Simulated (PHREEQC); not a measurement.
A solution holds 0.2 mol HF, 0.0021 mol Na2HPO4 and 0.021 mol NaCl per kg of water, at 25 °C. Closed to the air; pH follows from the charge balance.

Equilibrium calculation in PHREEQC: ion-association model, phreeqc.dat.

Each row changes one thing in this solution. Precipitation was switched off in this run.

```
case                                              pH  ionic strength (mol/kgw)  H2PO4- (mol/kgw)  HPO4-2 (mol/kgw)  NaHPO4- (mol/kgw)  SI of Halite (NaCl)
----------------------------------------------  ----  ------------------------  ----------------  ----------------  -----------------  -------------------
as made                                         1.89                    0.0401          0.000811           6.64e-9           1.59e-10                -5.01
Na2HPO4 from 0.0021 to 0.00189 mol/kgw          1.88                    0.0398          0.000725           5.86e-9           1.39e-10                -5.01
HF left out                                     9.08                    0.0272           1.70e-5           0.00203            5.38e-5                -4.98
Na2HPO4 replaced by K3PO4 at the same molality  1.92                    0.0412          0.000847           7.46e-9           1.48e-10                -5.09
0.019 mol/kgw HNO3 added                        1.64                    0.0520          0.000560           2.74e-9           6.12e-11                -5.02
```

Complexes and solids missing from the database can't appear.
